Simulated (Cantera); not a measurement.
A perfectly stirred reactor is fed with CH₄ : C₂H₆ : C₃H₈ : O₂ : N₂ = 1 : 0.084 : 0.29 : 3.12 : 34.3 (molar parts), at 0.270 bar; it is adiabatic with a 500 K inlet, and is followed from long to short residence time, starting on the burning branch (τ in s: 0.33, 0.13, 0.052, 0.02, 0.0081, 0.0032, 0.0013, 0.0005, 0.0002, 7.9e-05, 3.1e-05, 1.2e-05).

Computed with Cantera and GRI-Mech 3.0 (53 species, 325 reactions). GRI-Mech 3.0 was tuned for natural gas; its chemistry of propane as a main component is partial and can be far from experiment.

### Question
What does this change do: 1.4 parts CO2 added?

### Answer
| quantity | before | after |
|---|---|---|
| blow-out, bracketed by the residence times tried | burning at 0.130 s, out at 52.0 ms | burning at 0.330 s, out at 0.130 s |
| x(CH₄) at τ = 0.330 s | 0.000552 | 0.000578 |
| x(C₂H₆) at τ = 0.330 s | 1.20e-5 | 1.59e-5 |
| x(C₃H₈) at τ = 0.330 s | 5.41e-6 | 7.70e-6 |
| x(H₂) at τ = 0.330 s | 0.0121 | 0.00953 |
| x(H₂O) at τ = 0.330 s | 0.0719 | 0.0716 |
| x(CH₄) at τ = 1.30 ms | 0.0258 | 0.0249 |
| x(C₂H₆) at τ = 1.30 ms | 0.00217 | 0.00209 |
| x(C₃H₈) at τ = 1.30 ms | 0.00748 | 0.00722 |
| x(H₂) at τ = 1.30 ms | <1e-12 | <1e-12 |
| x(H₂O) at τ = 1.30 ms | <1e-12 | <1e-12 |

### Question
What does this change do: O2 3.12 to 4.3 parts?

### Answer
```tsv
quantity	before	after
blow-out, bracketed by the residence times tried	burning at 0.130 s, out at 52.0 ms	burning at 3.20 ms, out at 1.30 ms
x(CH₄) at τ = 0.330 s	0.000552	5.91e-6
x(C₂H₆) at τ = 0.330 s	1.20e-5	1.26e-7
x(C₃H₈) at τ = 0.330 s	5.41e-6	4.18e-7
x(H₂) at τ = 0.330 s	0.0121	0.000763
x(H₂O) at τ = 0.330 s	0.0719	0.0831
x(CH₄) at τ = 1.30 ms	0.0258	0.0250
x(C₂H₆) at τ = 1.30 ms	0.00217	0.00210
x(C₃H₈) at τ = 1.30 ms	0.00748	0.00725
x(H₂) at τ = 1.30 ms	<1e-12	<1e-12
x(H₂O) at τ = 1.30 ms	<1e-12	<1e-12
```
